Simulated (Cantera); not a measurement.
What does this Cantera script print?

```python
import numpy as np
import cantera as ct

gas_names = """
    C CH CH2 CH3 CH2OH CH3O CH4 CH3OH CO CO2 COOH C2 C2H CHCO,ketyl C2H2,acetylene C2H2,vinylidene
    CH2CO,ketene C2H3,vinyl CH3CO,acetyl C2H4 C2H4O,ethylen CH3CHO,ethanal CH3COOH (HCOOH)2 C2H5 C2H6
    CH3OCH3 C2H5OH C2O C3 C3H3,propargyl C3H4,allene C3H4,propyne C3H4,cyclo- C3H5,allyl C3H6,propylene
    C3H6,cyclo- C3H6O C3H7,n-propyl C3H7,i-propyl C3H8 C3H8O,1propanol C3H8O,2propanol C3O2 C4 C4H2
    C4H4,1,3-cyclo- C4H6,butadiene C4H6,2-butyne C4H6,cyclo- C4H8,1-butene C4H8,cis2-buten
    C4H8,tr2-butene C4H8,isobutene C4H8,cyclo- (CH3COOH)2 C4H9,n-butyl C4H9,i-butyl C4H9,s-butyl
    C4H9,t-butyl C4H10,isobutane C4H10,n-butane C5 C5H6,1,3cyclo- C5H8,cyclo- C5H10,1-pentene
    C5H10,cyclo- C5H11,pentyl C5H11,t-pentyl C5H12,n-pentane C5H12,i-pentane CH3C(CH3)2CH3 C6H2
    C6H5,phenyl C6H5O,phenoxy C6H6 C6H5OH,phenol C6H10,cyclo- C6H12,1-hexene C6H12,cyclo- C6H13,n-hexyl
    C7H7,benzyl C7H8 C7H8O,cresol C7H14,1-heptene C7H15,n-heptyl C7H16,n-heptane C8H8,styrene
    C8H10,ethylbenz C8H16,1-octene C8H17,n-octyl C8H18,isooctane C8H18,n-octane C9H19,n-nonyl
    C10H8,naphthale C10H21,n-decyl C12H9,o-bipheny C12H10,bipheny H HCO HO2 H2 HCHO,formaldehy HCOOH H2O
    H2O2 Mg MgH MgO MgOH MgO2H2 Mg2 O OH O2 O3
""".split()
cond_names = """
    C(gr) C6H6(L) C7H8(L) C8H18(L),n-octa H2O(s) H2O(L) Mg(cr) Mg(L) MgCO3(s) MgO(s) MgO(L) MgO2H2(s)
""".split()


def load(file, names, dense=False):
    # The tables refer to 1 bar. Condensed volumes are neglected.
    table = {s.name: s for s in ct.Species.list_from_file(file)}
    out = []
    for n in names:
        d = dict(table[n].input_data)
        d["thermo"] = dict(d["thermo"], **{"reference-pressure": 1e5})
        if dense:
            d["equation-of-state"] = {"model": "constant-volume", "density": "1e6 g/cm^3"}
        out.append(ct.Species.from_dict(d))
    return out


gas = ct.Solution(thermo="ideal-gas", species=load("nasa_gas.yaml", gas_names))
cond = {s.name: ct.Solution(thermo="fixed-stoichiometry", species=[s], name=s.name)
        for s in load("nasa_condensed.yaml", cond_names, dense=True)}
atoms = {
    'MgCO3': {'Mg': 1, 'C': 1, 'O': 3},
    'CO2': {'C': 1, 'O': 2},
    'H2': {'H': 2},
}
top_T = {'C(gr)': 4500}  # K; cautious upper limits of use, not melting points


def equilibrate(T, P, feed):
    n = {}
    for name, mol in feed.items():
        for a, k in atoms[name].items():
            n[a] = n.get(a, 0.0) + k * mol
    gas.TPX = T, P, n
    mass = sum(n.values()) * gas.mean_molecular_weight
    gas.equilibrate("TP")
    valid = [c for c in cond.values() if c.min_temp <= T <= top_T.get(c.name, c.max_temp)]
    mix = ct.Mixture([(gas, mass / gas.mean_molecular_weight)] + [(c, 0.0) for c in valid])
    mix.T, mix.P = T, P
    mix.equilibrate("TP", solver="vcs", rtol=1e-11, max_steps=5000)
    return mix


results = []
T = 2100  # K
P = 1333.22  # Pa
for m in [0.65, 1.5, 2.4, 3.3, 4.1, 5, 5.9, 6.7, 7.6]:
    feed = {'MgCO3': 1, 'CO2': m, 'H2': 0.93}  # mol
    mix = equilibrate(T, P, feed)
    results.append((T, P, feed, dict(zip(mix.species_names, mix.species_moles))))
    x = sorted(zip(gas.X, gas.species_names), reverse=True)
    print(f"T = {T:g} K  P = {P:g} Pa  n(CO2) = {m:g} mol  gas = {mix.phase_moles(0):.4g} mol")
    print("   x: " + "  ".join(f"{s} {v:.3e}" for v, s in x if v > 0.0001))
    print("   condensed (mol): " + ("  ".join(f"{mix.phase(i).name} {mix.phase_moles(i):.4g}"
          for i in range(1, mix.n_phases) if mix.phase_moles(i) > 1e-12) or "none"))
```

It prints:

```
T = 2100 K  P = 1333.22 Pa  n(CO2) = 0.65 mol  gas = 2.599 mol
   x: CO2 3.321e-01  CO 3.028e-01  H2O 2.977e-01  H2 5.494e-02  H 6.325e-03  OH 4.080e-03  Mg 8.191e-04  O2 7.736e-04  O 3.349e-04
   condensed (mol): MgO(s) 0.9976
T = 2100 K  P = 1333.22 Pa  n(CO2) = 1.5 mol  gas = 3.458 mol
   x: CO2 4.744e-01  CO 2.487e-01  H2O 2.390e-01  H2 2.535e-02  OH 4.822e-03  H 4.297e-03  O2 2.342e-03  O 5.827e-04  Mg 4.708e-04
   condensed (mol): MgO(s) 0.9981
T = 2100 K  P = 1333.22 Pa  n(CO2) = 2.4 mol  gas = 4.374 mol
   x: CO2 5.681e-01  CO 2.091e-01  H2O 1.939e-01  H2 1.444e-02  OH 5.183e-03  O2 4.749e-03  H 3.243e-03  O 8.298e-04  Mg 3.306e-04
   condensed (mol): MgO(s) 0.9983
T = 2100 K  P = 1333.22 Pa  n(CO2) = 3.3 mol  gas = 5.298 mol
   x: CO2 6.284e-01  CO 1.832e-01  H2O 1.620e-01  H2 9.557e-03  O2 7.567e-03  OH 5.322e-03  H 2.638e-03  O 1.047e-03  Mg 2.619e-04
   condensed (mol): MgO(s) 0.9983
T = 2100 K  P = 1333.22 Pa  n(CO2) = 4.1 mol  gas = 6.124 mol
   x: CO2 6.652e-01  CO 1.675e-01  H2O 1.408e-01  O2 1.015e-02  H2 7.175e-03  OH 5.341e-03  H 2.286e-03  O 1.213e-03  Mg 2.261e-04
   condensed (mol): MgO(s) 0.9983
T = 2100 K  P = 1333.22 Pa  n(CO2) = 5 mol  gas = 7.058 mol
   x: CO2 6.951e-01  CO 1.549e-01  H2O 1.226e-01  O2 1.295e-02  H2 5.528e-03  OH 5.295e-03  H 2.006e-03  O 1.370e-03  Mg 2.002e-04
   condensed (mol): MgO(s) 0.9983
T = 2100 K  P = 1333.22 Pa  n(CO2) = 5.9 mol  gas = 7.996 mol
   x: CO2 7.170e-01  CO 1.459e-01  H2O 1.083e-01  O2 1.553e-02  OH 5.210e-03  H2 4.462e-03  H 1.802e-03  O 1.501e-03  Mg 1.828e-04
   condensed (mol): MgO(s) 0.9982
T = 2100 K  P = 1333.22 Pa  n(CO2) = 6.7 mol  gas = 8.831 mol
   x: CO2 7.320e-01  CO 1.399e-01  H2O 9.811e-02  O2 1.762e-02  OH 5.117e-03  H2 3.794e-03  H 1.662e-03  O 1.598e-03  Mg 1.717e-04
   condensed (mol): MgO(s) 0.9982
T = 2100 K  P = 1333.22 Pa  n(CO2) = 7.6 mol  gas = 9.773 mol
   x: CO2 7.454e-01  CO 1.346e-01  H2O 8.864e-02  O2 1.972e-02  OH 5.003e-03  H2 3.240e-03  O 1.691e-03  H 1.536e-03  Mg 1.622e-04
   condensed (mol): MgO(s) 0.9981
```

These are equilibrium values from Cantera (NASA tables, ideal gas, pure condensed phases), not measurements of a reactor.
